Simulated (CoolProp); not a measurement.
Saturated liquid density (kg/m³) of C2F6 (R116): the reference equation beside estimates from Tc = 293.0 K, pc = 3.048 MPa, ω = 0.257.

Computed with CoolProp (reference Helmholtz-energy equation of state, Lemmon 2006). It is a short technical equation, of lower accuracy than the large ones.

```tsv
T (K)	reference	van der Waals	Peng-Robinson
234.4	1411	889.8	1498
237.1	1396	879.8	1477
239.8	1380	869.5	1456
242.5	1364	859.0	1434
245.2	(withheld)	848.1	1412
247.9	1331	836.9	1388
250.6	(withheld)	825.4	1363
253.3	1295	813.5	1338
256	1276	801.1	1311
258.7	1256	788.3	1283
261.4	1236	774.9	1254
264.1	1215	761.0	(withheld)
266.9	1191	(withheld)	1189
269.6	1168	730.4	1155
272.3	1142	714.1	1118
```

What belongs in the gaps?


- 245.2, reference: 1348
- 250.6, reference: 1313
- 264.1, Peng-Robinson: 1223
- 266.9, van der Waals: 745.8

Absolute difference from the reference over all 15 rows, mean and median: van der Waals 37.2 and 37.2 %, Peng-Robinson 3.3 and 3.3 %.
